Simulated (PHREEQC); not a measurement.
Make-up at 25 °C: 0.016 mol/kgw Cu(BF4)2, 0.0011 mol/kgw HBF4 and 0.099 mol/kgw NaCl. Closed to the air; pH follows from the charge balance.

Model: ion-association model, phreeqc.dat, run in PHREEQC.

Each row changes one thing in this solution. This is a speciation only: nothing precipitates in the calculation.

| case | pH | ionic strength (mol/kgw) | BF4- (mol/kgw) | Cu+2 (mol/kgw) | HF (mol/kgw) | F- (mol/kgw) | SI of Halite (NaCl) |
|---|---|---|---|---|---|---|---|
| as made | 2.68 | 0.146 | 0.0294 | 0.0144 | 0.00531 | 0.00241 | -3.83 |
| diluted 100-fold with water | 3.34 | 0.00194 | 1.94e-6 | 0.000158 | 0.000512 | ? | -7.62 |
| NaCl from 0.099 to 0.99 mol/kgw | 2.63 | 1.03 | 0.0295 | ? | 0.00430 | 0.00266 | -1.93 |
| HBF4 replaced by KHF2 at the same molality | 2.84 | 0.146 | 0.0286 | 0.0143 | ? | 0.00338 | -3.83 |
| diluted 5-fold with water | 2.93 | 0.0304 | 0.00473 | 0.00305 | 0.00322 | 0.00216 | -5.12 |
| Cu(BF4)2 replaced by CuCl2 at the same molality | 2.86 | 0.145 | 0.000273 | 0.0141 | 0.00172 | 0.00118 | -3.71 |
| 0.015 mol/kgw Na2CO3 added | 4.38 | 0.168 | 0.0181 | 0.0122 | ? | 0.0295 | -3.73 |
| Cu(BF4)2 from 0.016 to 0.0016 mol/kgw | 2.81 | 0.105 | 0.00278 | 0.00143 | 0.00295 | 0.00172 | -3.80 |

Task: Some entries are withheld; supply them.

Result: 
- diluted 100-fold with water, F- (mol/kgw): 0.000787
- NaCl from 0.099 to 0.99 mol/kgw, Cu+2 (mol/kgw): 0.00977
- HBF4 replaced by KHF2 at the same molality, HF (mol/kgw): 0.00516
- 0.015 mol/kgw Na2CO3 added, HF (mol/kgw): 0.00127

The ionic strength passes 0.7 mol/kgw, the rough limit of the ion-association models, in NaCl from 0.099 to 0.99 mol/kgw. Real BF4- forms and hydrolyses slowly; the run takes it at equilibrium.
